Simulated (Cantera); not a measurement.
**Moist CO burnout**

An isothermal, constant-pressure homogeneous reactor starts with 2.62 % CO, 2.34 % O2, 1.59 % H2O, 93.5 % N2, at 1150 K and 13000 Pa.

Computed with Cantera and GRI-Mech 3.0 (53 species, 325 reactions).

| t (s) | x CO | x O2 | x H2O | x NO | x H2 |
|---|---|---|---|---|---|
| 3.00e-5 | 0.0262 | 0.0234 | 0.0159 | <1e-12 | <1e-12 |
| 6.31e-5 | 0.0262 | 0.0234 | 0.0159 | <1e-12 | <1e-12 |
| 0.000133 | 0.0262 | 0.0234 | 0.0159 | <1e-12 | <1e-12 |
| 0.000279 | 0.0262 | 0.0234 | 0.0159 | <1e-12 | <1e-12 |
| 0.000588 | 0.0262 | 0.0234 | 0.0159 | <1e-12 | 3.58e-12 |
| 0.00124 | 0.0262 | 0.0234 | 0.0159 | <1e-12 | 3.87e-11 |
| 0.00260 | 0.0262 | 0.0234 | 0.0159 | <1e-12 | 4.59e-10 |
| 0.00548 | 0.0262 | 0.0234 | 0.0159 | <1e-12 | 1.16e-8 |
| 0.0115 | 0.0261 | 0.0233 | 0.0159 | 6.93e-12 | 4.46e-6 |
| 0.0242 | 0.0116 | 0.0163 | 0.0134 | 6.03e-7 | 0.000754 |
| 0.0510 | 0.00165 | 0.0113 | 0.0151 | 1.99e-6 | 0.000402 |
| 0.107 | 0.000339 | 0.0106 | 0.0159 | 2.08e-6 | 8.02e-5 |
| 0.226 | 7.54e-5 | 0.0104 | 0.0161 | 2.09e-6 | 1.61e-5 |
| 0.475 | 1.69e-5 | 0.0104 | 0.0161 | 2.08e-6 | 3.56e-6 |
| 1.00 | 3.79e-6 | 0.0104 | 0.0161 | 2.08e-6 | 8.59e-7 |
x: mole fraction; the columns are a selection and need not sum to one.

Equilibrium at this temperature and pressure: CO 3.71e-9, O2 0.0104, H2O 0.0161, NO 3.22e-5, H2 1.89e-9 (gas phase only).
